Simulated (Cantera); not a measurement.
A Cantera script and its output.

```python
import numpy as np
import cantera as ct

gas = ct.Solution("gri30.yaml")
gas.TPX = 1473, 1400000, {'CH4': 1, 'CO': 0.21, 'O2': 2.29, 'N2': 8.6}
reactor = ct.IdealGasConstPressureReactor(gas, energy="on", clone=False)
net = ct.ReactorNet([reactor])
net.rtol, net.atol = 1e-08, 1e-16
show = ['CH4', 'CO', 'O2', 'NO2', 'H2O']
times = np.geomspace(6e-06, 0.1, 16)

steps = ct.SolutionArray(gas, extra=["t"])
rows = []
print(f"{'t/s':>10s}{'T/K':>9s}{'P/Pa':>11s}" + "".join(f"{s:>11s}" for s in show))
for t in times:
    while net.time < t:
        t_next = net.step()
        steps.append(gas.state, t=t_next)
    rows.append([np.interp(t, steps.t, y) for y in (steps.T, steps.P, *steps(*show).X.T)])
    print(f"{t:10.3e}{rows[-1][0]:9.1f}{rows[-1][1]:11.4g}" + "".join(f"{x:11.3e}" for x in rows[-1][2:]))
rate = np.gradient(steps.T, steps.t)
print("integrator steps:", len(steps.t))
if steps.T.max() > steps.T[0] + 200:
    print(f"time of steepest temperature rise: {steps.t[rate.argmax()]:.4e} s")
gas.TPX = 1473, 1400000, {'CH4': 1, 'CO': 0.21, 'O2': 2.29, 'N2': 8.6}
gas.equilibrate("HP")
print(f"equilibrium (HP): T = {gas.T:.1f} K  " + "  ".join(f"{s} {gas[s].X[0]:.3e}" for s in show))
```

It prints:

```
       t/s      T/K       P/Pa        CH4         CO         O2        NO2        H2O
 6.000e-06   1473.0    1.4e+06  8.263e-02  1.735e-02  1.892e-01  7.743e-18  5.022e-06
 1.147e-05   1473.0    1.4e+06  8.261e-02  1.735e-02  1.892e-01  6.905e-17  1.894e-05
 2.193e-05   1473.2    1.4e+06  8.252e-02  1.735e-02  1.892e-01  6.905e-16  7.517e-05
 4.193e-05   1474.5    1.4e+06  8.221e-02  1.735e-02  1.890e-01  8.176e-15  2.843e-04
 8.016e-05   1479.4    1.4e+06  8.117e-02  1.741e-02  1.883e-01  1.160e-13  1.059e-03
 1.533e-04   1520.2    1.4e+06  7.403e-02  1.903e-02  1.827e-01  5.424e-12  7.465e-03
 2.930e-04   2878.4    1.4e+06  1.065e-14  2.610e-02  2.427e-02  4.684e-06  1.467e-01
 5.602e-04   2869.2    1.4e+06  1.146e-14  2.632e-02  2.205e-02  8.589e-06  1.470e-01
 1.071e-03   2867.4    1.4e+06  1.162e-14  2.636e-02  2.163e-02  9.297e-06  1.470e-01
 2.048e-03   2867.4    1.4e+06  1.163e-14  2.636e-02  2.162e-02  9.318e-06  1.470e-01
 3.915e-03   2867.4    1.4e+06  1.163e-14  2.636e-02  2.162e-02  9.318e-06  1.470e-01
 7.485e-03   2867.4    1.4e+06  1.163e-14  2.636e-02  2.162e-02  9.318e-06  1.470e-01
 1.431e-02   2867.4    1.4e+06  1.163e-14  2.636e-02  2.162e-02  9.318e-06  1.470e-01
 2.736e-02   2867.4    1.4e+06  1.163e-14  2.636e-02  2.162e-02  9.318e-06  1.470e-01
 5.231e-02   2867.4    1.4e+06  1.163e-14  2.636e-02  2.162e-02  9.318e-06  1.470e-01
 1.000e-01   2867.4    1.4e+06  1.163e-14  2.636e-02  2.162e-02  9.318e-06  1.470e-01
integrator steps: 2071
time of steepest temperature rise: 1.8712e-04 s
equilibrium (HP): T = 2867.4 K  CH4 1.495e-14  CO 2.636e-02  O2 2.162e-02  NO2 9.318e-06  H2O 1.470e-01
```

Model: GRI-Mech 3.0 (53 species, 325 reactions), integrated in Cantera. The pressure lies above the range GRI-Mech 3.0 was tuned for (to about 10 atm).
